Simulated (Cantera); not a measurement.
## Equilibrium for silicon nitride deposition: SiF4 + NH3

A closed system holds: 1 mol SiF4, 0.36 mol NH3, at 873.15 K.

These are equilibrium values from Cantera (NASA tables, ideal gas, pure condensed phases), not measurements of a reactor. Candidate condensed phases: Si, Si3N4; 37 gas species. The tables' values for SiF3 are old estimates; treat these amounts as uncertain. Kinetics and transport are ignored.

```
P (Pa)  x SiF4   x H2   x N2      x HF   x SiHF3    x NH3   x SiF3  n Si3N4(s)
------  ------  -----  -----  --------  --------  -------  -------  ----------
5        0.581  0.314  0.105  0.000316  0.000114  4.30e-9  2.32e-5     2.56e-5
26       0.581  0.314  0.105  0.000276  0.000131  2.24e-8  1.17e-5     1.90e-5
140      0.581  0.314  0.105  0.000240  0.000151  1.21e-7  5.79e-6     1.18e-5
710      0.581  0.314  0.105  0.000209  0.000173  6.11e-7  2.94e-6           0
3700     0.581  0.314  0.105  0.000191  0.000189  3.19e-6  1.41e-6           0
19000    0.581  0.314  0.105  0.000191  0.000190  1.64e-5  6.24e-7           0
100000   0.581  0.314  0.105  0.000190  0.000190  8.61e-5  2.72e-7           0
```
x: gas mole fraction; n: condensed amount in mol.

From 5.00 Pa to 1.40 mbar the condensed part is Si3N4(s). From 7.10 mbar to 1.00 bar nothing is condensed. The main Si-bearing gas is SiF4 throughout.
